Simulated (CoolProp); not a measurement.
A Linde-Hampson liquefier for CF4 (R14): isothermal reversible compression at 320 K from 1 atm to 40 MPa, throttling to 1 atm, return gas leaving the recuperator 0 K below the feed. Each further row changes one setting.

Values from CoolProp's reference Helmholtz-energy equation of state, Platzer 1990. This equation is an older, rougher fit; its heat capacities, sound speeds and derivatives of the liquid may be far off and weren't checked against measurements.

```csv
case,liquid yield per pass,compression work (kJ/kg of gas)
as stated,0.253,169
warm-end temperature 350 K,0.203,190
warm-end gap 5 K,0.242,169
```
